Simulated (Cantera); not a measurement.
A perfectly stirred reactor is fed with H2 : O2 = 0.012 : 1 (molar parts), equivalence ratio 0.0060, at 0.00720 bar; it is held at 1025 K, and followed from long to short residence time.

Detailed kinetics in Cantera: GRI-Mech 3.0 (53 species, 325 reactions). Radical loss at walls, strong at low pressure, is not modelled.

| quantity | before | after |
|---|---|---|
| x(H2) at τ = 0.640 s | 0.000215 | 6.48e-5 |
| x(O2) at τ = 0.640 s | 0.985 | 0.981 |
| x(H2O) at τ = 0.640 s | 0.0114 | 0.0111 |
| x(O) at τ = 0.640 s | 0.00274 | 0.00675 |
| x(H2O2) at τ = 0.640 s | 1.96e-8 | 7.43e-9 |
| x(H2) at τ = 36.0 ms | 0.00143 | 0.000394 |
| x(O2) at τ = 36.0 ms | 0.981 | 0.978 |
| x(H2O) at τ = 36.0 ms | 0.00941 | 0.0104 |
| x(O) at τ = 36.0 ms | 0.00571 | 0.00944 |
| x(H2O2) at τ = 36.0 ms | 4.87e-8 | 1.06e-8 |

**Question.** Name the change that produced these shifts.
A) temperature 1025 to 1350 K
B) pressure from 0.00720 bar to 0.0267 bar
C) O2 1 to 0.12 parts
D) H2 0.012 to 0.082 parts

**Answer.** A, temperature 1025 to 1350 K
